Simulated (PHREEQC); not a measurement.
# Copper plating or etch bath: an equilibrium model

Dissolve 0.26 mol Cu(NO3)2 and 0.002 mol FeCl3 per kg of water at 25 °C. Closed to the air; pH follows from the charge balance.

All values are PHREEQC results (ion-association model, phreeqc.dat), not measurements.

Precipitation was switched off in this run.

### Question
Estimate the pH, activity of water.

### Answer
pH 2.93; activity of water 0.987.

### Question
In which forms is Fe present?

### Answer
FeOH+2 57 %, Fe+3 26 %, Fe2(OH)2+4 9.6 %, Fe(OH)2+ 4.4 %, Fe3(OH)4+5 2.1 %, FeCl+2 1.0 % of the Fe.

The solution is supersaturated, for example in Hematite (slow to form), Goethite (slow to form), so a real one may precipitate; this is no full list. Caution: at this ionic strength the ion-association model is outside its range; a Pitzer model would be the better tool where its parameters exist.
